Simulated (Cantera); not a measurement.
Thermodynamics of titanium nitride, carbide and oxide coatings, feed TiCl4 + CH4

A closed system holds: 1 mol TiCl4, 0.18 mol CH4, at 0.310 bar.

Cantera equilibrium calculation (NASA polynomials, part measured and part estimated; ideal gas, pure solids and liquids). Candidate condensed phases: C, C6H6, C7H8, C8H18, Ti, TiC, TiCl2, TiCl3, TiCl4; 96 gas species. The tables' values for TiCl2 are old estimates; treat these amounts as uncertain. TiC: taken at fixed stoichiometry. Rates play no part.

```
T (K)  log p TiCl3  log p HCl  log p TiCl4  log p H2  log p Cl  log p TiCl2  n C(graphite)  n TiC(s)
-----  -----------  ---------  -----------  --------  --------  -----------  -------------  --------
1523         -1.14      -1.02        -0.92     -1.62     -4.94        -4.03          0.152    0.0278
1598         -1.06      -1.00        -0.98     -1.70     -4.52        -3.69          0.163    0.0169
1673         -1.00      -0.98        -1.05     -1.78     -4.14        -3.39          0.175   0.00461
1748         -0.97      -0.96        -1.10     -1.89     -3.77        -3.16          0.180         0
1823         -0.95      -0.94        -1.15     -2.03     -3.41        -2.98          0.180         0
1898         -0.93      -0.93        -1.18     -2.18     -3.07        -2.83          0.180         0
1973         -0.92      -0.92        -1.22     -2.33     -2.75        -2.69          0.180         0
2048         -0.92      -0.91        -1.25     -2.48     -2.45        -2.57          0.180         0
2123         -0.91      -0.91        -1.29     -2.62     -2.18        -2.46          0.180         0
2198         -0.91      -0.91        -1.34     -2.72     -1.95        -2.33          0.180         0
```
log p: log10 of the partial pressure in bar; n: condensed amount in mol.

From 1523 K to 1673 K the condensed part is C(graphite) + TiC(s). From 1748 K to 2198 K the condensed part is C(graphite). The main Ti-bearing gas is TiCl4 at 1523 K and TiCl3 at 2198 K.
